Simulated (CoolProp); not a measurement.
Vapour-liquid equilibrium of ammonia (1) + benzene (2) at 374.5 K; x and y are mole fractions of (1).

Model: multi-fluid Helmholtz-energy mixture model, Gao 2020 and Thol 2012; pair parameters Bell 2016, in CoolProp.

Give the bubble pressure and the first vapour's composition at x = 0.15, 0.65, 0.75. Is there an azeotrope?

x = 0.15: 1497 kPa, y = 0.863; x = 0.65: 4216 kPa, y = 0.949; x = 0.75: 4680 kPa, y = 0.958. No azeotrope shows between x = 0.05 and 0.95.

Pair parameters are fitted to limited data, so mixtures are less certain than the pure fluids. The gap from Raoult's law changes sign with composition, which may be real or a fault of the pair parameters; it wasn't checked against measurements.
